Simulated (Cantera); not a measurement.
Charge: 1 mol PbO, 0.029 mol O2, a varied amount of H2, at 1525 K and 0.870 bar.

These are equilibrium values from Cantera (NASA tables, ideal gas, pure condensed phases), not measurements of a reactor. Candidate condensed phases: H2O, Pb, PbO, PbO2, Pb3O4; 12 gas species. The numbers say what is thermodynamically allowed, not how fast it happens.

x: gas mole fraction; n: condensed amount in mol.

```csv
n(H2) (mol),x H2,x H2O,x Pb,x H,x Pb2,x PbO,n Pb(l)
11,0.871,0.0927,0.0358,2.37e-5,1.75e-5,?,0.591
25,0.923,0.0408,0.0358,2.44e-5,1.75e-5,?,0.0714
40,0.950,0.0258,0.0244,2.47e-5,8.14e-6,?,0
54,0.963,0.0192,0.0182,2.49e-5,4.52e-6,?,0
68,0.970,0.0153,0.0145,2.50e-5,2.87e-6,?,0
82,0.975,0.0127,0.0120,2.50e-5,1.99e-6,?,0
97,0.979,0.0108,0.0102,2.51e-5,1.43e-6,?,0
```

**Question.** Fill in the missing entries.

**Answer.** 
- 11, x PbO: 1.71e-6
- 25, x PbO: 7.11e-7
- 40, x PbO: 2.98e-7
- 54, x PbO: 1.63e-7
- 68, x PbO: 1.03e-7
- 82, x PbO: 7.08e-8
- 97, x PbO: 5.06e-8
